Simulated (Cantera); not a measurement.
An isothermal, constant-pressure homogeneous reactor starts with CH4 : H2O : H2 = 1 : 0.57 : 0.89 (molar parts), at 1725 K and 23000 Pa. Integrator tolerance rtol = 1e-08.

Computed with Cantera and GRI-Mech 3.0 (53 species, 325 reactions). GRI-Mech 3.0 stops at C3 and has no aromatics, soot or wall deposition, so with more carbon than oxygen in the feed, carbon stays in small species such as C2H2 where larger ones or solid carbon would form.

Question: What does this change do: temperature 1725 to 1350 K?

Answer: 
```csv
quantity,before,after
x(CH4) at 1.00 s,0.0150 (gas-phase equilibrium 0.00386),0.400 (gas-phase equilibrium 0.0847)
x(H2O) at 1.00 s,0.0738 (gas-phase equilibrium 4.13e-7),0.231 (gas-phase equilibrium 1.28e-6)
x(H2) at 1.00 s,0.744 (gas-phase equilibrium 0.802),0.367 (gas-phase equilibrium 0.746)
x(O2) at 1.00 s,1.36e-11 (gas-phase equilibrium <1e-12),<1e-12 (gas-phase equilibrium <1e-12)
x(CO) at 1.00 s,0.0762 (gas-phase equilibrium 0.142),4.59e-6 (gas-phase equilibrium 0.154)
x(O) at 1.00 s,3.09e-10 (gas-phase equilibrium <1e-12),<1e-12 (gas-phase equilibrium <1e-12)
x(C2H2) at 1.00 s,0.0880 (gas-phase equilibrium 0.0512),0.00132 (gas-phase equilibrium 0.0125)
```

Question: What does this change do: temperature 1725 to 1423 K?

Answer: 
```csv
quantity,before,after
x(CH4) at 1.00 s,0.0150 (gas-phase equilibrium 0.00386),0.363 (gas-phase equilibrium 0.0520)
x(H2O) at 1.00 s,0.0738 (gas-phase equilibrium 4.13e-7),0.225 (gas-phase equilibrium 7.91e-7)
x(H2) at 1.00 s,0.744 (gas-phase equilibrium 0.802),0.396 (gas-phase equilibrium 0.768)
x(O2) at 1.00 s,1.36e-11 (gas-phase equilibrium <1e-12),<1e-12 (gas-phase equilibrium <1e-12)
x(CO) at 1.00 s,0.0762 (gas-phase equilibrium 0.142),8.37e-5 (gas-phase equilibrium 0.149)
x(O) at 1.00 s,3.09e-10 (gas-phase equilibrium <1e-12),<1e-12 (gas-phase equilibrium <1e-12)
x(C2H2) at 1.00 s,0.0880 (gas-phase equilibrium 0.0512),0.0133 (gas-phase equilibrium 0.0272)
```

Question: What does this change do: pressure from 23000 Pa to 170000 Pa?

Answer: 
```tsv
quantity	before	after
x(CH4) at 1.00 s	0.0150 (gas-phase equilibrium 0.00386)	0.0298 (gas-phase equilibrium 0.0246)
x(H2O) at 1.00 s	0.0738 (gas-phase equilibrium 4.13e-7)	0.0357 (gas-phase equilibrium 3.43e-6)
x(H2) at 1.00 s	0.744 (gas-phase equilibrium 0.802)	0.759 (gas-phase equilibrium 0.788)
x(O2) at 1.00 s	1.36e-11 (gas-phase equilibrium <1e-12)	<1e-12 (gas-phase equilibrium <1e-12)
x(CO) at 1.00 s	0.0762 (gas-phase equilibrium 0.142)	0.113 (gas-phase equilibrium 0.145)
x(O) at 1.00 s	3.09e-10 (gas-phase equilibrium <1e-12)	2.43e-11 (gas-phase equilibrium <1e-12)
x(C2H2) at 1.00 s	0.0880 (gas-phase equilibrium 0.0512)	0.0578 (gas-phase equilibrium 0.0403)
```
